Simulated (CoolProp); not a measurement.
Oxygen at 293.15 K and 0.399 MPa is throttled through a valve to 0.133 MPa with no heat exchange. Each further row changes one setting.

Computed with CoolProp (reference Helmholtz-energy equation of state, Schmidt 1985).

```
case                        temperature change (K)  final density (kg/m³)
--------------------------  ----------------------  ---------------------
as stated                               (withheld)                   1.75
outlet pressure 0.0399 MPa              (withheld)             (withheld)
outlet pressure 0.173 MPa               (withheld)             (withheld)
```

### Question
Fill in the missing entries.

### Answer

- as stated, temperature change (K): -0.7
- outlet pressure 0.0399 MPa, temperature change (K): -1.0
- outlet pressure 0.0399 MPa, final density (kg/m³): 0.526
- outlet pressure 0.173 MPa, temperature change (K): -0.6
- outlet pressure 0.173 MPa, final density (kg/m³): 2.28
